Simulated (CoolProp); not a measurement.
Properties of n-octane along the isobar 62.6 bar (Tc = 568.7 K, pc = 24.84 bar, ω = 0.398).

Model: reference Helmholtz-energy equation of state, Beckmüller 2019, in CoolProp.

```json
[
 {"T (K)": "460.4", "phase": "liquid", "cv (kJ/(kg K))": "2.404", "speed of sound (m/s)": "647.8", "Prandtl number": "4.65"},
 {"T (K)": "476.3", "phase": "liquid", "cv (kJ/(kg K))": "[?]", "speed of sound (m/s)": "598.6", "Prandtl number": "4.43"},
 {"T (K)": "492.3", "phase": "liquid", "cv (kJ/(kg K))": "[?]", "speed of sound (m/s)": "549.8", "Prandtl number": "4.22"},
 {"T (K)": "508.3", "phase": "liquid", "cv (kJ/(kg K))": "2.583", "speed of sound (m/s)": "501.8", "Prandtl number": "[?]"},
 {"T (K)": "524.2", "phase": "liquid", "cv (kJ/(kg K))": "2.641", "speed of sound (m/s)": "454.8", "Prandtl number": "3.79"},
 {"T (K)": "540.2", "phase": "liquid", "cv (kJ/(kg K))": "[?]", "speed of sound (m/s)": "[?]", "Prandtl number": "3.57"},
 {"T (K)": "556.1", "phase": "liquid", "cv (kJ/(kg K))": "2.755", "speed of sound (m/s)": "363.4", "Prandtl number": "3.35"},
 {"T (K)": "572.1", "phase": "supercritical", "cv (kJ/(kg K))": "2.812", "speed of sound (m/s)": "319.9", "Prandtl number": "3.11"},
 {"T (K)": "588.1", "phase": "supercritical", "cv (kJ/(kg K))": "2.869", "speed of sound (m/s)": "279.0", "Prandtl number": "2.86"},
 {"T (K)": "604", "phase": "supercritical", "cv (kJ/(kg K))": "2.924", "speed of sound (m/s)": "242.1", "Prandtl number": "2.59"},
 {"T (K)": "620", "phase": "supercritical", "cv (kJ/(kg K))": "[?]", "speed of sound (m/s)": "210.3", "Prandtl number": "2.31"}
]
```

Complete the blanks.


- 476.3, cv (kJ/(kg K)): 2.464
- 492.3, cv (kJ/(kg K)): 2.524
- 508.3, Prandtl number: 4.01
- 540.2, cv (kJ/(kg K)): 2.698
- 540.2, speed of sound (m/s): 408.3
- 620, cv (kJ/(kg K)): 2.979

Viscosity comes from a separate model (Huber 2004). Thermal conductivity comes from a separate model (Huber 2005).
